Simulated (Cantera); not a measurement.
A perfectly stirred reactor is fed with 51.5 % N₂O, 48.5 % N₂, at 0.138 atm; it is held at 1275 K, and followed from long to short residence time.

Detailed kinetics in Cantera: GRI-Mech 3.0 (53 species, 325 reactions). GRI-Mech 3.0 was tuned for natural gas; its chemistry of N2O as a main component is partial and can be far from experiment. The mechanism lacks the step 2 NO + O2 → 2 NO2, which can matter for NO2 below about 1400 K. The temperature is held fixed by assumption; the heat of reaction is taken as removed at once.

x: mole fraction; the columns are a selection and need not sum to one.

```tsv
τ (s)	x N₂O	x O	x N₂	x NO₂	x NO	x O₂
3.3	0.223	5.07e-6	0.645	[?]	0.0308	0.101
0.85	0.383	5.33e-6	0.557	[?]	0.0143	0.0455
0.22	0.473	5.40e-6	0.508	[?]	0.00463	0.0146
0.057	0.504	5.42e-6	0.491	[?]	0.00128	0.00404
0.015	0.512	5.40e-6	0.486	[?]	0.000342	0.00108
0.0038	0.515	5.34e-6	0.485	[?]	8.60e-5	0.000271
0.00098	0.515	5.09e-6	0.485	7.95e-10	2.12e-5	6.67e-5
```

Q: Fill in the missing entries.

A: 
- 3.3, x NO₂: 4.30e-5
- 0.85, x NO₂: 1.90e-5
- 0.22, x NO₂: 5.49e-6
- 0.057, x NO₂: 1.11e-6
- 0.015, x NO₂: 1.47e-7
- 0.0038, x NO₂: 1.21e-8
